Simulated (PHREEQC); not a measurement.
Consider water at 25 °C with 1.5 mol/kgw NaCl and 0.45 mol/kgw K2SO4. Closed to the air; pH follows from the charge balance.

Computed with PHREEQC (Pitzer model, pitzer.dat).

Each row changes one thing in this solution. This is a speciation only: nothing precipitates in the calculation.

```csv
case,HSO4- (mol/kgw),SI of Arcanite (K2SO4)
as made,1.96e-7,-0.63
temperature from 25 to 65 °C,1.45e-6,-0.96
NaCl replaced by MgCl2 at the same molality,9.25e-7,-0.84
temperature from 25 to 90 °C,3.85e-6,-1.11
NaCl left out,2.89e-7,-0.28
K2SO4 from 0.45 to 0.045 mol/kgw,4.06e-8,-3.36
NaCl from 1.5 to 0.3 mol/kgw,2.61e-7,-0.37
```

Species that the database lacks are ignored. Constants without temperature data keep their 25 °C values here.
